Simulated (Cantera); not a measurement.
Equilibrium for silicon oxide and oxynitride deposition: HMDSO + H₂O + N₂

Feed: 1 mol HMDSO, 2 mol H₂O, 10 mol N₂, at 0.133 bar.

Cantera equilibrium calculation (NASA polynomials, part measured and part estimated; ideal gas, pure solids and liquids). Candidate condensed phases: C, C₆H₆, C₇H₈, C₈H₁₈, H₂O, Si, SiC, SiO₂, Si₂N₂O, Si₃N₄; 151 gas species. The feed counts by its element totals alone. N₂ is the only nitrogen source here; it is nearly inert below about 1500 K, so the nitride shown seldom forms there in practice. Mutual solubility and eutectic melting of coexisting phases are not modelled. The tables hold silica as quartz up to 1696 K and as liquid above; real silica turns to tridymite and cristobalite and melts near 1996 K. Rates play no part.

| T (K) | log p H₂ | log p N₂ | log p CO | log p CH₄ | log p HCN | log p NH₃ | log p H₂O | log p H | n C(graphite) | n SiO₂(α-quartz) | n Si₂N₂O(s) | n SiO₂(β-quartz) |
|---|---|---|---|---|---|---|---|---|---|---|---|---|
| 750 | -1.25 | -1.17 | -6.93 | -2.00 | -8.82 | -4.75 | -6.22 | <-12 | 4.55 | 1.33 | 0.333 | 0 |
| 800 | -1.20 | -1.19 | -6.15 | -2.27 | -8.22 | -4.92 | -5.98 | -12.14 | 5.20 | 1.33 | 0.333 | 0 |
| 850 | -1.17 | -1.20 | -5.46 | -2.56 | -7.70 | -5.09 | -5.79 | -11.28 | 5.58 | 0 | 0.334 | 1.33 |
| 900 | -1.16 | -1.20 | -4.86 | -2.83 | -7.24 | -5.26 | -5.63 | -10.51 | 5.77 | 0 | 0.334 | 1.33 |
| 950 | -1.16 | -1.20 | -4.31 | -3.09 | -6.83 | -5.42 | -5.50 | -9.83 | 5.87 | 0 | 0.336 | 1.33 |
| 1000 | -1.15 | -1.20 | -3.82 | -3.33 | -6.46 | -5.57 | -5.38 | -9.22 | 5.90 | 0 | 0.341 | 1.32 |
| 1050 | -1.15 | -1.21 | -3.38 | -3.55 | -6.13 | -5.70 | -5.28 | -8.67 | 5.89 | 0 | 0.355 | 1.29 |
| 1100 | -1.15 | -1.21 | -2.98 | -3.75 | -5.83 | -5.83 | -5.18 | -8.16 | 5.81 | 0 | 0.388 | 1.22 |
| 1150 | -1.16 | -1.22 | -2.62 | -3.94 | -5.56 | -5.95 | -5.10 | -7.70 | 5.60 | 0 | 0.460 | 1.08 |
| 1200 | -1.16 | -1.23 | -2.29 | -4.12 | -5.32 | -6.07 | -5.03 | -7.29 | 5.17 | 0 | 0.607 | 0.786 |
| 1250 | -1.17 | -1.25 | -1.99 | -4.30 | -5.11 | -6.20 | -4.98 | -6.90 | 4.31 | 0 | 0.893 | 0.215 |
| 1300 | -1.18 | -1.26 | -1.92 | -4.46 | -4.90 | -6.30 | -5.13 | -6.54 | 3.99 | 0 | 1.000 | 0 |
| 1350 | -1.18 | -1.26 | -1.92 | -4.59 | -4.71 | -6.39 | -5.33 | -6.21 | 3.99 | 0 | 1.000 | 0 |
| 1400 | -1.18 | -1.26 | -1.92 | -4.72 | -4.52 | -6.46 | -5.52 | -5.90 | 3.99 | 0 | 1.000 | 0 |
log p: log10 of the partial pressure in bar; n: condensed amount in mol.

From 750 K to 800 K the condensed part is C(graphite) + SiO₂(α-quartz) + Si₂N₂O(s). From 850 K to 1250 K the condensed part is C(graphite) + SiO₂(β-quartz) + Si₂N₂O(s). From 1300 K to 1400 K the condensed part is C(graphite) + Si₂N₂O(s).
